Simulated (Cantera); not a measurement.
Thermodynamics of fluorocarbon and chlorocarbon gases, feed CH2F2 + H2

A closed system holds: 1 mol CH2F2, 8.4 mol H2, held at 0.100 bar.

Cantera equilibrium calculation (NASA polynomials, part measured and part estimated; ideal gas, pure solids and liquids). Candidate condensed phases: C, C6H6, C7H8, C8H18; 110 gas species. Ions and electrons are included (thermal ionisation). Kinetics and transport are ignored.

```json
[
 {"T (K)": "2000", "log p H": "-3.34", "log p H2": "-1.10", "log p HF": "-1.72", "log p F": "-7.34", "log p C": "-10.52", "log p C2H2 (acetylene)": "-4.21", "n C(graphite)": "0.987"},
 {"T (K)": "2500", "log p H": "-2.17", "log p H2": "-1.13", "log p HF": "-1.73", "log p F": "-5.44", "log p C": "-6.78", "log p C2H2 (acetylene)": "-3.10", "n C(graphite)": "0.825"},
 {"T (K)": "3000", "log p H": "-1.47", "log p H2": "-1.33", "log p HF": "-1.80", "log p F": "-4.15", "log p C": "-4.30", "log p C2H2 (acetylene)": "-2.54", "n C(graphite)": "0"},
 {"T (K)": "3500", "log p H": "-1.15", "log p H2": "-1.84", "log p HF": "-1.96", "log p F": "-3.13", "log p C": "-3.03", "log p C2H2 (acetylene)": "-3.52", "n C(graphite)": "0"},
 {"T (K)": "4000", "log p H": "-1.08", "log p H2": "-2.57", "log p HF": "-2.24", "log p F": "-2.38", "log p C": "-2.45", "log p C2H2 (acetylene)": "-5.32", "n C(graphite)": "0"},
 {"T (K)": "4500", "log p H": "-1.07", "log p H2": "-3.21", "log p HF": "-2.83", "log p F": "-2.10", "log p C": "-2.35", "log p C2H2 (acetylene)": "-7.51", "n C(graphite)": "0"},
 {"T (K)": "5000", "log p H": "-1.07", "log p H2": "-3.75", "log p HF": "-3.48", "log p F": "-2.05", "log p C": "-2.34", "log p C2H2 (acetylene)": "-9.42", "n C(graphite)": "0"}
]
```
log p: log10 of the partial pressure in bar; n: condensed amount in mol.

From 2000 K to 2500 K the condensed part is C(graphite). From 3000 K to 5000 K nothing is condensed. The main C-bearing gas is C2H2 (acetylene) at 2000 K and C at 5000 K.
